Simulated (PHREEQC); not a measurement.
## Brine: speciation

Make-up at 20 °C: 2.3 mol MgSO4 and 0.15 mol NaHCO3 per kg of water. Closed to the air; pH follows from the charge balance.

Model: Pitzer model, pitzer.dat, run in PHREEQC.

Precipitation was switched off in this run.

### Question
Predict the pH, osmotic coefficient.

### Answer
pH 6.46; osmotic coefficient 0.740.

### Question
In which forms is C present?

### Answer
HCO3- 91 %, CO2 4.4 %, CO3-2 3.0 %, MgCO3 1.3 % of the C.

Saturation is exceeded, for instance for Magnesite (slow to form); the values hold only as long as no solid forms. Species that the database lacks are ignored. In brines, pH and single-ion activities rest on the MacInnes convention.
